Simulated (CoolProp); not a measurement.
Saturation properties of R1132(E).

The numbers come from the reference Helmholtz-energy equation of state, Akasaka 2024 in CoolProp.

```
T (°C)  p (kPa)  liquid density (kg/m³)  vapour density (kg/m³)  enthalpy of vaporisation (kJ/kg)  liquid cp (kJ/(kg K))
------  -------  ----------------------  ----------------------  --------------------------------  ---------------------
-6.45     664.5                    1022                   21.91                             259.2                  1.720
-1.15     787.5                    1006                   25.92                             252.6                  1.741
4.15      926.7                   989.2                   30.50                             245.7                  1.766
9.45       1084                   972.0                   35.75                             238.4                  1.796
14.75      1259                   954.0                   41.76                             230.8                  1.831
19.95      1451                   935.5                   48.48                             222.8                  1.872
25.25      1668                   915.5                   56.34                             214.2                  1.922
30.55      1908                   894.4                   65.37                             205.0                  1.984
35.85      2173                   871.7                   75.80                             195.1                  2.060
41.15      2464                   847.4                   87.96                             184.3                  2.156
46.45      2784                   820.8                   102.3                             172.5                  2.283
```
